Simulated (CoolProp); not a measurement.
A single-stage vapour-compression cycle with trans-2-butene: evaporating at 311.15 K (dew point), condensing at 354.15 K (bubble point), superheat 8 K, subcooling 5 K, compressor efficiency 0.6, no pressure losses. Each further row changes one setting.

Values from CoolProp's reference Helmholtz-energy equation of state, Lemmon 2005. It is a short technical equation, of lower accuracy than the large ones.

```tsv
case	cooling COP	pressure ratio	discharge temperature (K)	refrigerating effect (kJ/kg)	volumetric capacity (kJ/m³)
as stated	3.66	2.93	373.0	286	2290
evaporating temperature 316.15 K	4.31	(withheld)	371.3	292	2680
condensing temperature 349.15 K	4.27	2.63	367.3	299	2400
subcooling 10 K	(withheld)	2.93	373.0	299	2400
superheat 18 K	(withheld)	2.93	(withheld)	(withheld)	2340
compressor efficiency 0.5	(withheld)	2.93	(withheld)	286	2290
```

Question: Complete the blanks.

Answer: 
- evaporating temperature 316.15 K, pressure ratio: 2.55
- subcooling 10 K, cooling COP: 3.83
- superheat 18 K, cooling COP: 3.72
- superheat 18 K, discharge temperature (K): 383.2
- superheat 18 K, refrigerating effect (kJ/kg): 304
- compressor efficiency 0.5, cooling COP: 3.05
- compressor efficiency 0.5, discharge temperature (K): 380.4
